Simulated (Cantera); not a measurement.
An adiabatic, constant-volume homogeneous reactor starts with CO : H2 : O2 : N2 = 1 : 0.32 : 0.943 : 3.55 (molar parts), equivalence ratio 0.70, at 1625 K and 15.8 atm. Integrator tolerance rtol = 1e-08.

Detailed kinetics in Cantera: GRI-Mech 3.0 (53 species, 325 reactions). The hydrogen kinetics of GRI-Mech 3.0 are dated; newer H2 mechanisms differ, most at raised pressure. The pressure lies above the range GRI-Mech 3.0 was tuned for (to about 10 atm). Above 3000 K some thermodynamic fits are extrapolated.

What does this change do: initial temperature 1625 to 1700 K?


```tsv
quantity	before	after
time of steepest temperature rise	1.12 µs	0.895 µs
temperature at 1.00 s	3056 K	3081 K
equilibrium temperature	3056 K	3081 K
x(CO) at 1.00 s	0.0457 (gas-phase equilibrium 0.0457)	0.0490 (gas-phase equilibrium 0.0490)
x(H2) at 1.00 s	0.00215 (gas-phase equilibrium 0.00215)	0.00232 (gas-phase equilibrium 0.00232)
x(O2) at 1.00 s	0.0586 (gas-phase equilibrium 0.0586)	0.0593 (gas-phase equilibrium 0.0593)
x(H) at 1.00 s	0.00167 (gas-phase equilibrium 0.00167)	0.00189 (gas-phase equilibrium 0.00189)
x(O) at 1.00 s	0.00635 (gas-phase equilibrium 0.00635)	0.00705 (gas-phase equilibrium 0.00705)
x(N2O) at 1.00 s	6.70e-6 (gas-phase equilibrium 6.70e-6)	6.81e-6 (gas-phase equilibrium 6.81e-6)
```

What does this change do: initial temperature 1625 to 1575 K?


```json
[
 {"quantity": "time of steepest temperature rise", "before": "1.12 µs", "after": "1.33 µs"},
 {"quantity": "temperature at 1.00 s", "before": "3056 K", "after": "3039 K"},
 {"quantity": "equilibrium temperature", "before": "3056 K", "after": "3039 K"},
 {"quantity": "x(CO) at 1.00 s", "before": "0.0457 (gas-phase equilibrium 0.0457)", "after": "0.0435 (gas-phase equilibrium 0.0435)"},
 {"quantity": "x(H2) at 1.00 s", "before": "0.00215 (gas-phase equilibrium 0.00215)", "after": "0.00204 (gas-phase equilibrium 0.00204)"},
 {"quantity": "x(O2) at 1.00 s", "before": "0.0586 (gas-phase equilibrium 0.0586)", "after": "0.0581 (gas-phase equilibrium 0.0581)"},
 {"quantity": "x(H) at 1.00 s", "before": "0.00167 (gas-phase equilibrium 0.00167)", "after": "0.00153 (gas-phase equilibrium 0.00153)"},
 {"quantity": "x(O) at 1.00 s", "before": "0.00635 (gas-phase equilibrium 0.00635)", "after": "0.00591 (gas-phase equilibrium 0.00591)"},
 {"quantity": "x(N2O) at 1.00 s", "before": "6.70e-6 (gas-phase equilibrium 6.70e-6)", "after": "6.63e-6 (gas-phase equilibrium 6.63e-6)"}
]
```
